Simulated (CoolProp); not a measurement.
A simple Rankine cycle with water: condensing at 321.15 K, boiler at 9.55 MPa, turbine inlet 730.8 K, turbine efficiency 0.7, pump efficiency 0.7, no recuperator. Each further row changes one setting.

Model: reference Helmholtz-energy equation of state, Wagner 2002, in CoolProp.

| case | thermal efficiency (%) | net work (kJ/kg) | heat in (kJ/kg) | turbine exit temperature (K) | volume ratio over the turbine |
|---|---|---|---|---|---|
| as stated | 27.2 | 830 | 3060 | 321.1 | 387 |
| turbine inlet 750.8 K | 27.4 | 851 | 3110 | 321.1 | 377 |
| condensing temperature 313.15 K | 27.9 | 863 | 3090 | 313.1 | 567 |
| boiler pressure 6.69 MPa | 26.3 | 817 | 3100 | 321.1 | 269 |
| turbine efficiency 0.6 | 23.2 | 710 | 3060 | 321.1 | 407 |

The expansion ends wet for: as stated; turbine inlet 750.8 K; condensing temperature 313.15 K; boiler pressure 6.69 MPa; turbine efficiency 0.6.
